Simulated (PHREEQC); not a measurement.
Make-up at 25 °C: 0.051 mol/kgw CuCl2 and 0.024 mol/kgw HBF4. Closed to the air; pH follows from the charge balance.

Computed with PHREEQC (ion-association model, wateq4f.dat).

```json
[
 {"quantity": "pH", "before": "1.74", "after": "4.86"},
 {"quantity": "ionic strength (mol/kgw)", "before": "0.167", "after": "0.159"},
 {"quantity": "Cu+2 (mol/kgw)", "before": "0.0466", "after": "0.0419"},
 {"quantity": "HF (mol/kgw)", "before": "0.00758", "after": "0.000275"},
 {"quantity": "CuCl+ (mol/kgw)", "before": "0.00419", "after": "0.00384"},
 {"quantity": "F- (mol/kgw)", "before": "0.000397", "after": "0.0188"},
 {"quantity": "SI of CuF2:2H2O (CuF2:2H2O)", "before": "-4.33", "after": "-1.01"},
 {"quantity": "SI of Tenorite (CuO)", "before": "-5.94", "after": "+0.26"}
]
```

### Question
Name the change that produced these shifts.
(A) HBF4 from 0.024 to 0.24 mol/kgw
(B) HBF4 replaced by (CH3)4NF at the same molality
(C) HBF4 from 0.024 to 0.12 mol/kgw
(D) 0.089 mol/kgw H2SO4 added

### Answer
B, HBF4 replaced by (CH3)4NF at the same molality

No solid was allowed to form. Some of these states are supersaturated (in Atacamite, Tenorite (slow to form), for instance). Real BF4- forms and hydrolyses slowly; the run takes it at equilibrium.
